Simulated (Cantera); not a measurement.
Charge: 1 mol SiHCl3, 6.6 mol N2, at 2025 K and 15.0 mbar.

Cantera equilibrium calculation (NASA polynomials, part measured and part estimated; ideal gas, pure solids and liquids). Candidate condensed phases: NH4Cl, Si, Si3N4; 28 gas species. The tables' values for SiCl3, SiCl are old estimates; treat these amounts as uncertain. Kinetics and transport are ignored.

Base state: N2 0.763, SiCl2 0.111, HCl 0.0994, Cl 0.0135, H2 0.00742, SiCl3 0.00332, H 0.00135, SiCl 0.000521 (mole fractions); condensed: gas only.

**Question.** What changes in the equilibrium state with this change: 0.01 mol O2 added?

**Answer.** 
```json
[
 {"species": "N2", "before": "0.763", "after": "0.761"},
 {"species": "SiCl2", "before": "0.111", "after": "0.109"},
 {"species": "HCl", "before": "0.0994", "after": "0.102"},
 {"species": "SiO", "before": "0", "after": "0.00231"},
 {"species": "Cl", "before": "0.0135", "after": "0.0150"},
 {"species": "Si", "before": "0.000140", "after": "0.000109"},
 {"species": "SiCl4", "before": "0.000109", "after": "0.000133"},
 {"species": "H2", "before": "0.00742", "after": "0.00621"}
]
```
Further candidate phases: H2O, SiO2, Si2N2O.

**Question.** What changes in the equilibrium state with this change: temperature from 2025 K to 1725 K?

**Answer.** 
| species | before | after |
|---|---|---|
| N2 | 0.763 | 0.772 |
| SiCl2 | 0.111 | 0.105 |
| HCl | 0.0994 | 0.101 |
| Cl | 0.0135 | 0.00135 |
| SiCl3 | 0.00332 | 0.0105 |
| Si | 0.000140 | 1.56e-6 |
| SiCl4 | 0.000109 | 0.00196 |
| SiCl | 0.000521 | 3.01e-5 |
| H | 0.00135 | 0.000134 |
| SiHCl3 | 3.34e-6 | 3.12e-5 |

**Question.** What changes in the equilibrium state with this change: pressure from 15.0 mbar to 86.0 Pa?

**Answer.** 
```
species    before    after
-------  --------  -------
N2          0.763    0.745
SiCl2       0.111    0.105
HCl        0.0994   0.0846
Cl         0.0135   0.0398
H2        0.00742   0.0107
SiCl4    0.000109  2.96e-6
Si       0.000140  0.00457
SiN       3.67e-6  2.84e-5
```
The tables' values for SiCl, SiCl3, SiN are old estimates; treat these amounts as uncertain.
